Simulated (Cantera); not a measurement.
A perfectly stirred reactor is fed with 22.9 % H₂, 10.4 % O₂, 66.7 % N₂, equivalence ratio 1.1, at 0.563 atm; it is adiabatic with a 573 K inlet, and is followed from long to short residence time, starting on the burning branch (τ in s: 0.069, 0.033, 0.016, 0.0073, 0.0035, 0.0016, 0.00078, 0.00037, 0.00017, 8.2e-05).

Model: the H2/O2 subset of GRI-Mech 3.0, which has no nitrogen chemistry, integrated in Cantera.

### Question
Predict: blow-out, bracketed by the residence times tried; x(H₂) at τ = 69.0 ms; x(O₂) at τ = 69.0 ms; x(H₂O₂) at τ = 69.0 ms; x(O) at τ = 69.0 ms; x(HO₂) at τ = 69.0 ms; x(H₂) at τ = 1.60 ms; x(O₂) at τ = 1.60 ms; x(H₂O₂) at τ = 1.60 ms; x(O) at τ = 1.60 ms; x(HO₂) at τ = 1.60 ms.

### Answer
- blow-out, bracketed by the residence times tried: burning at 82.0 µs, the shortest tried
- x(H₂) at τ = 69.0 ms: 0.0255
- x(O₂) at τ = 69.0 ms: 0.00116
- x(H₂O₂) at τ = 69.0 ms: 3.75e-8
- x(O) at τ = 69.0 ms: 0.000290
- x(HO₂) at τ = 69.0 ms: 3.09e-7
- x(H₂) at τ = 1.60 ms: 0.0362
- x(O₂) at τ = 1.60 ms: 0.00831
- x(H₂O₂) at τ = 1.60 ms: 2.86e-7
- x(O) at τ = 1.60 ms: 0.00316
- x(HO₂) at τ = 1.60 ms: 2.65e-6
